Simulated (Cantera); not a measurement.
An adiabatic, constant-volume homogeneous reactor starts with 12.6 % CH4, 2.90 % CO, 17.8 % O2, 66.8 % N2, at 1475 K and 1.00 atm.

Model: GRI-Mech 3.0 (53 species, 325 reactions), integrated in Cantera.

Problem. Predict: time of steepest temperature rise; temperature at 0.300 s; equilibrium temperature; x(CO) at 0.300 s; x(O2) at 0.300 s; x(H2O) at 0.300 s.

Solution. 
- time of steepest temperature rise: 1.78 ms
- temperature at 0.300 s: 2911 K
- equilibrium temperature: 2911 K
- x(CO) at 0.300 s: 0.107 (gas-phase equilibrium 0.107)
- x(O2) at 0.300 s: 0.00263 (gas-phase equilibrium 0.00263)
- x(H2O) at 0.300 s: 0.147 (gas-phase equilibrium 0.147)
